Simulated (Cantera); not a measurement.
## Titanium nitride, carbide and oxide coatings: Ti(OiPr)4 + NH3 + H2

Feed: 1 mol Ti(OiPr)4, 11 mol NH3, 34 mol H2, equilibrated at 3400 Pa.

Method: chemical equilibrium by Gibbs-energy minimisation in Cantera with the NASA 1993 tables (ideal gas, pure condensed phases). Candidate condensed phases: C, C6H6, C7H8, C8H18, H2O, Ti, TiC, TiN, TiO, TiO2, Ti2O3, Ti3O5, Ti4O7; 139 gas species. The feed counts by its element totals alone. TiC: taken at fixed stoichiometry. The numbers say what is thermodynamically allowed, not how fast it happens.

```tsv
T (K)	x H2	x N2	x CO	x H	x HCN	n C(graphite)	n TiC(s)
1575	0.871	0.0741	0.0540	0.000210	0.000444	6.96	1.00
1650	0.871	0.0740	0.0540	0.000460	0.000701	6.94	1.00
1725	0.870	0.0737	0.0540	0.000940	0.00106	6.91	1.00
1800	0.869	0.0735	0.0540	0.00181	0.00155	6.86	1.00
1875	0.867	0.0731	0.0540	0.00331	0.00219	6.79	1.00
1950	0.864	0.0725	0.0539	0.00578	0.00302	6.69	1.000
2025	0.860	0.0718	0.0538	0.00968	0.00404	6.57	1.000
```
x: gas mole fraction; n: condensed amount in mol.

From 1575 K to 2025 K the condensed part is C(graphite) + TiC(s).
